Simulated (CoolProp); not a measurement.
A single-stage vapour-compression cycle with the fluid: evaporating at 324.15 K (dew point), condensing at 382.15 K (bubble point), superheat 0 K, subcooling 5 K, compressor efficiency 0.7, no pressure losses. The same conditions are run with several fluids, on thermodynamics alone (safety and materials aside).

Model: reference Helmholtz-energy equation of state of each fluid (R11: Jacobsen 1992; cyclopropane: Polt 1992; R236EA: Rui 2013; propyne: Polt 1992; R141b: Lemmon 2006; R245ca: Zhou 2016), in CoolProp. The equations of Platzer and Polt are older, rougher fits.

| fluid | cooling COP | pressure ratio | discharge temperature (K) | refrigerating effect (kJ/kg) | volumetric capacity (kJ/m³) |
|---|---|---|---|---|---|
| R11 | 3.17 | 4.09 | 397.5 | 120 | 1600 |
| cyclopropane | 2.51 | 3.09 | 401.2 | 207 | 5560 |
| R236EA | 2.36 | 4.06 | 382.1 | 66.5 | 2020 |
| propyne | 2.65 | 3.39 | 406.6 | 259 | 5430 |
| R141b | 3.15 | 4.37 | 390.6 | 147 | 1280 |
| R245ca | 2.81 | 4.57 | 382.2 | 110 | 1470 |

The compression ends wet for: R236EA; R245ca.
